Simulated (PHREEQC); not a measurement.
Solution (25 °C): 0.008 mol/kgw FeCl3, 0.0067 mol/kgw MgSO4, 0.049 mol/kgw HCl and 0.00071 mol/kgw Na2SO4. Closed to the air; pH follows from the charge balance.

All values are PHREEQC results (ion-association model, phreeqc.dat), not measurements.

| quantity | before | after |
|---|---|---|
| pH | 1.42 | 1.39 |
| ionic strength (mol/kgw) | 0.0929 | 0.0847 |
| Cl- (mol/kgw) | 0.0708 | 0.0693 |
| HSO4- (mol/kgw) | 0.00231 | 0.000178 |
| SO4-2 (mol/kgw) | 0.00128 | 9.02e-5 |

What was changed between the two runs?
(A) Na2SO4 left out
(B) MgSO4 left out
(C) FeCl3 from 0.008 to 0.08 mol/kgw
(D) 0.0088 mol/kgw NH3 added
(E) FeCl3 left out

B, MgSO4 left out

This is a speciation only: nothing precipitates in the calculation. Some of these states are supersaturated (in Hematite (slow to form), Goethite (slow to form), for instance).
